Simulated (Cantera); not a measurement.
A Cantera script and what it prints.

```python
import numpy as np
import cantera as ct

gas_names = """
    Fe FeO Fe(OH)2 H HO2 H2 H2O H2O2 O OH O2 O3
""".split()
cond_names = """
    Fe(a) Fe(c) Fe(d) Fe(L) FeO(s) FeO(L) Fe(OH)2(s) Fe(OH)3(s) Fe2O3(s) Fe3O4(s) H2O(s) H2O(L)
""".split()


# ... load() reads the species with a 1 bar reference pressure and builds the phases ...
atoms = {
    'Fe2O3': {'Fe': 2, 'O': 3},
    'H2': {'H': 2},
    'H2O': {'H': 2, 'O': 1},
}
top_T = {'Fe2O3(s)': 1830, 'Fe3O4(s)': 1870}  # K; cautious upper limits of use, not melting points


# ... equilibrate(T, P, feed) seeds the gas with the atoms and calls Mixture.equilibrate('TP', solver="vcs", rtol=1e-11, max_steps=5000) ...
results = []
feed = {'Fe2O3': 1, 'H2': 220, 'H2O': 0.28}  # mol
T = 1723  # K
P = 101325  # Pa
mix = equilibrate(T, P, feed)
results.append((T, P, feed, dict(zip(mix.species_names, mix.species_moles))))
print(gas.report(threshold=0.001))
for i in range(1, mix.n_phases):
    print(f"{mix.phase(i).name:16s} {mix.phase_moles(i):12.5e} mol")
```

Result:

```
       temperature   1723 K
          pressure   1.0132e+05 Pa
           density   0.015946 kg/m^3
  mean mol. weight   2.2545 kg/kmol
   phase of matter   gas

                          1 kg             1 kmol
                     ---------------   ---------------
          enthalpy        1.7882e+07        4.0316e+07  J
   internal energy        1.1528e+07         2.599e+07  J
           entropy             82095        1.8508e+05  J/K
    Gibbs function       -1.2357e+08       -2.7858e+08  J
 heat capacity c_p             14840             33458  J/K
 heat capacity c_v             11152             25143  J/K

                      mass frac. Y      mole frac. X     chem. pot. / RT
                     ---------------   ---------------   ---------------
                H2           0.88073           0.98492           -19.018
               H2O           0.11897          0.014888           -47.911
     [  +10 minor]         0.0003064        0.00018899

Fe(d)             1.99801e+00 mol
FeO(L)            0.00000e+00 mol
Fe2O3(s)          0.00000e+00 mol
Fe3O4(s)          0.00000e+00 mol
```

Equilibrium computed with Cantera from the NASA thermochemical tables; the gas is ideal and each condensed phase is pure.
